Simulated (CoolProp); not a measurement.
Vapour-liquid equilibrium of dimethyl ether (1) + 1-butene (2) at 84.55 °C; x and y are mole fractions of (1).

Values from CoolProp's multi-fluid Helmholtz-energy mixture model, Wu 2011 and Lemmon 2005; pair parameters Bell 2016.

Task: Give the bubble pressure and the first vapour's composition at x = 0.35, 0.65, 0.95. Is there an azeotrope?

Result: x = 0.35: 17.74 bar, y = 0.461; x = 0.65: 21.11 bar, y = 0.728; x = 0.95: 24.01 bar, y = 0.961. No azeotrope shows between x = 0.05 and 0.95.

The pair parameters rest on a limited set of measurements; away from them the model extrapolates.
